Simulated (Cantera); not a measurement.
Input: 1 mol Pb, 0.3 mol NH₃, 14 mol H₂, equilibrated at 1377 °C and 9.00 bar.

Cantera equilibrium calculation (NASA polynomials, part measured and part estimated; ideal gas, pure solids and liquids). Candidate condensed phases: Pb; 11 gas species. Equilibrium is a limit: real reactors are often held back by kinetics, nucleation or transport.

Base state: H₂ 0.980, N₂ 0.0102, Pb 0.0101, NH₃ 3.61e-5, H 3.00e-5, Pb₂ 1.01e-5 (mole fractions); condensed: Pb(l).

**Question.** What changes in the equilibrium state with this change: pressure from 9.00 bar to 1 atm?

**Answer.** 
```
species      before    after
----------  -------  -------
H₂            0.980    0.926
Pb           0.0101   0.0640
N₂           0.0102  0.00961
NH₃         3.61e-5  3.64e-6
Pb₂         1.01e-5  4.52e-5
H           3.00e-5  8.69e-5
Pb(l), mol    0.850        0
```

**Question.** What changes in the equilibrium state with this change: pressure from 9.00 bar to 0.133 bar?

**Answer.** 
| species | before | after |
|---|---|---|
| H₂ | 0.980 | 0.926 |
| Pb | 0.0101 | 0.0641 |
| N₂ | 0.0102 | 0.00961 |
| NH₃ | 3.61e-5 | 4.78e-7 |
| H | 3.00e-5 | 0.000239 |
| Pb(l), mol | 0.850 | 0 |

**Question.** What changes in the equilibrium state with this change: Pb replaced by Al?

**Answer.** 
```json
[
 {"species": "H₂", "before": "0.980", "after": "1.000"},
 {"species": "H", "before": "3.00e-5", "after": "3.03e-5"},
 {"species": "AlH", "before": "0", "after": "2.93e-5"},
 {"species": "N₂", "before": "0.0102", "after": "<1e-9"},
 {"species": "Pb", "before": "0.0101", "after": "0"},
 {"species": "Al", "before": "0", "after": "1.38e-5"},
 {"species": "Pb₂", "before": "1.01e-5", "after": "0"},
 {"species": "NH₃", "before": "3.61e-5", "after": "6.34e-9"},
 {"species": "Pb(l), mol", "before": "0.850", "after": "0"},
 {"species": "Al(l), mol", "before": "0", "after": "0.699"},
 {"species": "AlN(s), mol", "before": "0", "after": "0.300"}
]
```
Mutual solubility and eutectic melting of coexisting phases are not modelled. Further candidate phases: Al, AlN.
